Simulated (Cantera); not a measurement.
Input: 1 mol BCl₃, 0.41 mol O₂, 0.93 mol N₂, equilibrated at 1.00 bar.

Equilibrium computed with Cantera from the NASA thermochemical tables; the gas is ideal and each condensed phase is pure. Candidate condensed phases: B, BN, B₂O₃; 25 gas species. The tables' values for BOCl are old estimates; treat these amounts as uncertain. The numbers say what is thermodynamically allowed, not how fast it happens.

Question: At 1250 K, list the 5 most abundant gas species with their mole fractions, and the condensed phases.

Answer: N₂ 0.421, Cl₂ 0.369, BCl₃ 0.159, B₃O₃Cl₃ 0.0464, Cl 0.00474. Condensed: B₂O₃(l).
